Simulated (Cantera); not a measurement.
**Silicon nitride deposition: SiCl4 + NH3 + H2**

A closed system holds: 1 mol SiCl4, 0.19 mol NH3, 69 mol H2, held at 0.0133 bar.

Method: chemical equilibrium by Gibbs-energy minimisation in Cantera with the NASA 1993 tables (ideal gas, pure condensed phases). Candidate condensed phases: NH4Cl, Si, Si3N4; 28 gas species. Mutual solubility and eutectic melting of coexisting phases are not modelled. The tables' values for SiCl3, SiCl are old estimates; treat these amounts as uncertain. The numbers say what is thermodynamically allowed, not how fast it happens.

From 902 °C to 1127 °C the condensed part is Si(s) + Si3N4(s). From 1202 °C to 1352 °C the condensed part is Si(s). The main Si-bearing gas is SiCl2 throughout. The share of Si in condensed phases is highest at 977 °C (58.0 %) and lowest at 1352 °C (51.8 %).

| T (°C) | x H2 | x HCl | x SiCl2 | x N2 | x SiCl4 | x SiCl3 | x SiHCl3 | n Si(s) | n Si3N4(s) |
|---|---|---|---|---|---|---|---|---|---|
| 902 | 0.954 | 0.0400 | 0.00383 | 9.68e-7 | 0.00114 | 0.000668 | 0.000642 | 0.408 | 0.0475 |
| 977 | 0.951 | 0.0432 | 0.00493 | 9.47e-6 | 0.000280 | 0.000439 | 0.000219 | 0.439 | 0.0472 |
| 1052 | 0.950 | 0.0438 | 0.00553 | 7.12e-5 | 6.51e-5 | 0.000257 | 7.23e-5 | 0.442 | 0.0450 |
| 1127 | 0.950 | 0.0436 | 0.00592 | 0.000430 | 1.66e-5 | 0.000152 | 2.56e-5 | 0.467 | 0.0322 |
| 1202 | 0.949 | 0.0433 | 0.00621 | 0.00133 | 4.79e-6 | 9.35e-5 | 9.93e-6 | 0.548 | 0 |
| 1277 | 0.949 | 0.0429 | 0.00646 | 0.00133 | 1.55e-6 | 5.99e-5 | 4.22e-6 | 0.533 | 0 |
| 1352 | 0.949 | 0.0425 | 0.00667 | 0.00133 | 5.56e-7 | 4.00e-5 | 1.93e-6 | 0.518 | 0 |
x: gas mole fraction; n: condensed amount in mol.
